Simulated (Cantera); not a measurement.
Cantera run:

```python
import numpy as np
import cantera as ct

gas_names = [...]  # 113 gases of nasa_gas.yaml made of C, H, O, Pb
cond_names = """
    C(gr) C6H6(L) C7H8(L) C8H18(L),n-octa H2O(s) H2O(L) Pb(cr) Pb(L) PbO(rd) PbO(yw) PbO(L) PbO2(s)
    Pb3O4(s)
""".split()


# ... load() reads the species with a 1 bar reference pressure and builds the phases ...
atoms = {
    'PbO': {'Pb': 1, 'O': 1},
    'CO': {'C': 1, 'O': 1},
    'H2': {'H': 2},
}
top_T = {'C(gr)': 4500, 'Pb3O4(s)': 820}  # K; cautious upper limits of use, not melting points


# ... equilibrate(T, P, feed) seeds the gas with the atoms and calls Mixture.equilibrate('TP', solver="vcs", rtol=1e-11, max_steps=5000) ...
results = []
feed = {'PbO': 1, 'CO': 1.3, 'H2': 86}  # mol
P = 43  # Pa
for T in [823, 848, 873, 898, 923, 948, 973, 998, 1023, 1048, 1073, 1098, 1123]:
    mix = equilibrate(T, P, feed)
    results.append((T, P, feed, dict(zip(mix.species_names, mix.species_moles))))

top = {s: max(r[3][s] / sum(r[3][g] for g in gas_names) for r in results) for s in gas_names}
cols = sorted((s for s in top if top[s] > 0.001), key=lambda s: -top[s])[:7]
seen = [c for c in cond_names if any(r[3].get(c, 0) > 1e-12 for r in results)]
print("log10 of partial pressures in bar; condensed amounts in mol")
print(f"{'T/K':>10s}" + "".join(f"{s[:9]:>10s}" for s in cols + seen))
for T, P, feed, n in results:
    ng = sum(n[g] for g in gas_names)
    print(f"{T:10.4g}" + "".join(f"{np.log10(max(n[s] / ng * P / 1e5, 1e-99)):10.3f}" for s in cols)
          + "".join(f"{n.get(c, 0):10.4g}" for c in seen))
```

Result:

```
log10 of partial pressures in bar; condensed amounts in mol
       T/K        H2        CO        Pb       H2O     Pb(L)
       823    -3.378    -5.211    -6.872    -5.330    0.9727
       848    -3.378    -5.209    -6.524    -5.327    0.9392
       873    -3.379    -5.207    -6.197    -5.325    0.8707
       898    -3.379    -5.206    -5.888    -5.324    0.7363
       923    -3.381    -5.206    -5.596    -5.323    0.4821
       948    -3.383    -5.207    -5.320    -5.324   0.01671
       973    -3.383    -5.207    -5.312    -5.323         0
       998    -3.383    -5.206    -5.312    -5.322         0
      1023    -3.383    -5.205    -5.312    -5.321         0
      1048    -3.383    -5.204    -5.312    -5.320         0
      1073    -3.383    -5.204    -5.312    -5.320         0
      1098    -3.383    -5.204    -5.312    -5.319         0
      1123    -3.383    -5.203    -5.312    -5.318         0
```

Method: chemical equilibrium by Gibbs-energy minimisation in Cantera with the NASA 1993 tables (ideal gas, pure condensed phases).
